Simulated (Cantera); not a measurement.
## Dilute partial oxidation

A perfectly stirred reactor is fed with CH₂O : O₂ : N₂ = 0.01 : 0.017 : 1 (molar parts), at 7500 Torr; it is held at 1550 K, and followed from long to short residence time.

Detailed kinetics in Cantera: GRI-Mech 3.0 (53 species, 325 reactions).

```tsv
τ (s)	x CH₂O	x O₂	x O	x H₂	x CH₂CO	x C₂H₂	x H₂O
11	3.60e-8	0.00681	4.74e-7	3.70e-7	<1e-12	<1e-12	0.00973
4.9	6.70e-8	0.00681	6.91e-7	5.62e-7	<1e-12	<1e-12	0.00973
2.3	1.18e-7	0.00681	1.02e-6	8.59e-7	<1e-12	<1e-12	0.00973
1.1	2.02e-7	0.00682	1.52e-6	1.32e-6	<1e-12	<1e-12	0.00972
0.49	3.62e-7	0.00682	2.39e-6	2.16e-6	<1e-12	<1e-12	0.00972
0.23	6.19e-7	0.00683	3.70e-6	3.45e-6	<1e-12	<1e-12	0.00971
0.11	1.04e-6	0.00684	5.72e-6	5.51e-6	<1e-12	<1e-12	0.00971
0.050	1.79e-6	0.00687	9.20e-6	9.15e-6	<1e-12	<1e-12	0.00970
0.023	3.02e-6	0.00692	1.48e-5	1.52e-5	<1e-12	<1e-12	0.00968
0.011	4.88e-6	0.00700	2.34e-5	2.47e-5	<1e-12	<1e-12	0.00966
0.0050	7.98e-6	0.00713	3.80e-5	4.16e-5	<1e-12	<1e-12	0.00962
```
x: mole fraction; the columns are a selection and need not sum to one.
